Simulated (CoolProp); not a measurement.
n-perfluorobutane along the isotherm 84.75 °C: fugacity coefficient from the reference equation and from simpler models built on Tc = 113.2 °C, pc = 2.322 MPa, ω = 0.372; each cubic takes its own stable root.

The numbers come from the reference Helmholtz-energy equation of state, Gao 2022 in CoolProp.

| p (MPa) | phase | reference |
|---|---|---|
| 0.0726 | gas | 0.9870 |
| 0.145 | gas | 0.9740 |
| 0.218 | gas | 0.9609 |
| 0.29 | gas | 0.9480 |
| 0.363 | gas | 0.9349 |
| 0.435 | gas | 0.9219 |
| 0.508 | gas | 0.9088 |
| 0.581 | gas | 0.8956 |
| 0.653 | gas | 0.8826 |
| 0.726 | gas | 0.8694 |
| 0.798 | gas | 0.8563 |
| 0.871 | gas | 0.8430 |
| 0.943 | gas | 0.8297 |
| 1.02 | gas | 0.8155 |
| 1.09 | gas | 0.8024 |
| 1.16 | gas | 0.7892 |

**Question.** How far does each simpler model (van der Waals, Redlich-Kwong, Soave-Redlich-Kwong, Peng-Robinson) lie from the reference over these 16 states: mean and median of the absolute difference, and the worst?

**Answer.** 
- van der Waals: mean 2.0 %, median 1.9 %, worst +4.2 % at 84.75 °C and 1.16 MPa
- Redlich-Kwong: mean 0.1 %, median 0.1 %, worst +0.4 % at 84.75 °C and 1.16 MPa
- Soave-Redlich-Kwong: mean 0.6 %, median 0.6 %, worst -0.9 % at 84.75 °C and 1.16 MPa
- Peng-Robinson: mean 1.6 %, median 1.7 %, worst -2.9 % at 84.75 °C and 1.16 MPa
